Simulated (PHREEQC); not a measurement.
Solution A (15 mmol/kgw NaHCO3) is mixed with solution B (4 mmol/kgw HF and 0.038 mmol/kgw NH3) at 89 °C; shares are by mass of water, 1 kg in all. Oxygen is held at 0.21 atm. The system is closed to CO2. Solids allowed: Nahcolite, Natron. Others were left out.

The numbers come from PHREEQC with the ion-association model, wateq4f.dat.

Predict pH, HCO3- (mol/kgw), HF (mol/kgw), F- (mol/kgw) at share of solution B = 0, 0.6.


| share of solution B | pH | HCO3- (mol/kgw) | HF (mol/kgw) | F- (mol/kgw) |
|---|---|---|---|---|
| 0 | 7.86 | 0.0141 | 0 | 0 |
| 0.6 | 6.51 | 0.00361 | 3.57e-6 | 0.00239 |

Complexes and solids missing from the database can't appear. Constants without temperature data keep their 25 °C values here.
